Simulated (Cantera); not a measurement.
# Gas-phase reforming

An isothermal, constant-pressure homogeneous reactor starts with CH4 : CO2 = 1 : 1.8 (molar parts), at 2000 K and 300000 Pa.

Cantera simulation using GRI-Mech 3.0 (53 species, 325 reactions); the numbers are that mechanism's predictions, not measurements.

```tsv
t (s)	x CH4	x CO2	x CH2CO	x H2O	x H	x CH2	x C2H2
1.00e-6	0.355	0.642	4.44e-11	3.53e-5	1.40e-5	3.53e-7	4.15e-8
9.17e-6	0.330	0.635	9.39e-8	0.000928	7.26e-5	7.66e-6	0.000467
8.41e-5	0.145	0.500	4.68e-5	0.0403	0.000307	6.20e-6	0.0643
0.000771	0.0173	0.192	0.000232	0.237	0.000368	5.02e-6	0.101
0.00707	0.00748	0.0785	4.38e-5	0.171	0.000470	1.17e-6	0.0307
0.0648	0.000195	0.0473	1.86e-7	0.120	0.000511	1.49e-8	7.16e-5
0.595	4.65e-8	0.0471	3.19e-11	0.119	0.000515	3.58e-12	4.39e-11
5.45	4.65e-8	0.0471	3.19e-11	0.119	0.000515	3.58e-12	4.39e-11
50.0	4.65e-8	0.0471	3.19e-11	0.119	0.000515	3.58e-12	4.39e-11
```
x: mole fraction; the columns are a selection and need not sum to one.

Equilibrium at this temperature and pressure: CH4 5.16e-8, CO2 0.0471, CH2CO 3.53e-11, H2O 0.119, H 0.000515, CH2 3.97e-12, C2H2 4.88e-11 (gas phase only).
